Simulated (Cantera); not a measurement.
Input (Python, Cantera):

```python
import numpy as np
import cantera as ct

gas = ct.Solution("gri30.yaml")
gas.TPX = 1298, 76000, {'H2': 0.93, 'O2': 1, 'N2': 6.1}
reactor = ct.IdealGasConstPressureReactor(gas, energy="off", clone=False)
net = ct.ReactorNet([reactor])
net.rtol, net.atol = 1e-08, 1e-18
show = ['H2', 'O2', 'H2O', 'N2O', 'NO']
times = np.geomspace(0.0002, 200, 15)

steps = ct.SolutionArray(gas, extra=["t"])
rows = []
print(f"{'t/s':>10s}{'T/K':>9s}{'P/Pa':>11s}" + "".join(f"{s:>11s}" for s in show))
for t in times:
    while net.time < t:
        t_next = net.step()
        steps.append(gas.state, t=t_next)
    rows.append([np.interp(t, steps.t, y) for y in (steps.T, steps.P, *steps(*show).X.T)])
    print(f"{t:10.3e}{rows[-1][0]:9.1f}{rows[-1][1]:11.4g}" + "".join(f"{x:11.3e}" for x in rows[-1][2:]))
rate = np.gradient(steps.T, steps.t)
print("integrator steps:", len(steps.t))
if steps.T.max() > steps.T[0] + 200:
    print(f"time of steepest temperature rise: {steps.t[rate.argmax()]:.4e} s")
gas.TPX = 1298, 76000, {'H2': 0.93, 'O2': 1, 'N2': 6.1}
gas.equilibrate("TP")
print(f"equilibrium (TP): T = {gas.T:.1f} K  " + "  ".join(f"{s} {gas[s].X[0]:.3e}" for s in show))
```

Result:

```
       t/s      T/K       P/Pa         H2         O2        H2O        N2O         NO
 2.000e-04   1298.0    7.6e+04  1.768e-03  7.057e-02  1.195e-01  1.540e-07  9.300e-06
 5.365e-04   1298.0    7.6e+04  1.924e-04  7.061e-02  1.225e-01  1.994e-07  9.320e-06
 1.439e-03   1298.0    7.6e+04  2.392e-05  7.067e-02  1.228e-01  2.162e-07  9.265e-06
 3.861e-03   1298.0    7.6e+04  3.902e-06  7.069e-02  1.229e-01  2.234e-07  9.264e-06
 1.036e-02   1298.0    7.6e+04  9.062e-07  7.070e-02  1.229e-01  2.258e-07  9.298e-06
 2.779e-02   1298.0    7.6e+04  2.728e-07  7.071e-02  1.229e-01  2.222e-07  9.328e-06
 7.455e-02   1298.0    7.6e+04  1.006e-07  7.071e-02  1.229e-01  2.062e-07  9.340e-06
 2.000e-01   1298.0    7.6e+04  5.296e-08  7.071e-02  1.229e-01  1.646e-07  9.335e-06
 5.365e-01   1298.0    7.6e+04  4.510e-08  7.071e-02  1.229e-01  9.058e-08  9.331e-06
 1.439e+00   1298.0    7.6e+04  4.475e-08  7.071e-02  1.229e-01  2.607e-08  9.331e-06
 3.861e+00   1298.0    7.6e+04  4.471e-08  7.071e-02  1.229e-01  1.358e-08  9.331e-06
 1.036e+01   1298.0    7.6e+04  4.471e-08  7.071e-02  1.229e-01  1.349e-08  9.332e-06
 2.779e+01   1298.0    7.6e+04  4.471e-08  7.071e-02  1.229e-01  1.349e-08  9.332e-06
 7.455e+01   1298.0    7.6e+04  4.471e-08  7.071e-02  1.229e-01  1.349e-08  9.335e-06
 2.000e+02   1298.0    7.6e+04  4.471e-08  7.071e-02  1.229e-01  1.349e-08  9.341e-06
integrator steps: 1697
equilibrium (TP): T = 1298.0 K  H2 4.475e-08  O2 7.060e-02  H2O 1.229e-01  N2O 1.348e-08  NO 2.304e-04
```

Computed with Cantera and GRI-Mech 3.0 (53 species, 325 reactions). The temperature is held fixed by assumption; the heat of reaction is taken as removed at once.
